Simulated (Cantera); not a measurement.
Feed: 1 mol PbO, 15 mol CO, 0.23 mol N2, held at 28.0 Pa.

Equilibrium computed with Cantera from the NASA thermochemical tables; the gas is ideal and each condensed phase is pure. Candidate condensed phases: C, Pb, PbO, PbO2, Pb3O4; 27 gas species. Kinetics and transport are ignored.

x: gas mole fraction; nothing condenses.

| T (K) | x CO | x CO2 | x Pb | x O | x N2 |
|---|---|---|---|---|---|
| 1473 | 0.863 | 0.0616 | 0.0616 | 2.31e-9 | 0.0142 |
| 1573 | 0.863 | 0.0616 | 0.0616 | 3.70e-8 | 0.0142 |
| 1673 | 0.863 | 0.0616 | 0.0616 | 4.25e-7 | 0.0142 |
| 1773 | 0.863 | 0.0616 | 0.0616 | 3.71e-6 | 0.0142 |
| 1873 | 0.863 | 0.0615 | 0.0616 | 2.56e-5 | 0.0142 |
| 1973 | 0.863 | 0.0613 | 0.0615 | 0.000145 | 0.0142 |
| 2073 | 0.863 | 0.0605 | 0.0614 | 0.000685 | 0.0141 |
| 2173 | 0.864 | 0.0577 | 0.0612 | 0.00271 | 0.0141 |
| 2273 | 0.865 | ? | 0.0608 | ? | 0.0140 |
| 2373 | 0.868 | ? | 0.0600 | ? | 0.0137 |
| 2473 | 0.870 | 0.0206 | 0.0592 | 0.0342 | 0.0135 |
| 2573 | 0.871 | 0.0101 | 0.0586 | 0.0455 | 0.0134 |
| 2673 | 0.871 | 0.00455 | 0.0583 | 0.0521 | 0.0133 |

Question: Complete the blanks.

Answer: 
- 2273, x CO2: 0.0498
- 2273, x O: 0.00854
- 2373, x CO2: 0.0358
- 2373, x O: 0.0200
